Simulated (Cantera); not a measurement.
An isothermal, constant-pressure homogeneous reactor starts with 100 % N2O, at 1075 K and 750 Torr.

Detailed kinetics in Cantera: GRI-Mech 3.0 (53 species, 325 reactions). GRI-Mech 3.0 was tuned for natural gas; its chemistry of N2O as a main component is partial and can be far from experiment. The mechanism lacks the step 2 NO + O2 → 2 NO2, which can matter for NO2 below about 1400 K. The temperature is held fixed by assumption; the heat of reaction is taken as removed at once.

x: mole fraction; the columns are a selection and need not sum to one.

| t (s) | x N2O | x NO | x O | x O2 | x N2 |
|---|---|---|---|---|---|
| 3.00e-5 | 1.000 | 5.16e-8 | 1.85e-7 | 4.02e-7 | 1.01e-6 |
| 0.000110 | 1.000 | 2.48e-7 | 1.93e-7 | 1.93e-6 | 4.18e-6 |
| 0.000405 | 1.000 | 9.75e-7 | 1.93e-7 | 7.59e-6 | 1.59e-5 |
| 0.00149 | 1.000 | ? | 1.93e-7 | ? | ? |
| 0.00548 | 1.000 | 1.35e-5 | 1.93e-7 | 0.000105 | 0.000217 |
| 0.0201 | 0.999 | 4.94e-5 | 1.93e-7 | 0.000386 | 0.000796 |
| 0.0740 | 0.995 | 0.000181 | 1.93e-7 | 0.00141 | 0.00292 |
| 0.272 | 0.984 | 0.000654 | 1.92e-7 | 0.00515 | 0.0106 |
| 1.00 | 0.942 | ? | 1.87e-7 | ? | ? |

Task: Complete the blanks.

Result: 
- 0.00149, x NO: 3.65e-6
- 0.00149, x O2: 2.84e-5
- 0.00149, x N2: 5.88e-5
- 1.00, x NO: 0.00230
- 1.00, x O2: 0.0183
- 1.00, x N2: 0.0378
